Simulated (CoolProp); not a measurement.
Vapour-liquid equilibrium of n-butane (1) + benzene (2) at 0.335 MPa; x and y are mole fractions of (1).

The numbers come from the multi-fluid Helmholtz-energy mixture model, Bücker 2006 and Thol 2012; pair parameters Bell 2016 in CoolProp.

### Question
Give the bubble temperature and the first vapour's composition at x = 0.05, 0.65, 0.85. Is there an azeotrope?

### Answer
x = 0.05: 385.1 K, y = 0.285; x = 0.65: 320.7 K, y = 0.952; x = 0.85: 313.7 K, y = 0.980. No azeotrope shows between x = 0.05 and 0.95.

Pair parameters are fitted to limited data, so mixtures are less certain than the pure fluids.
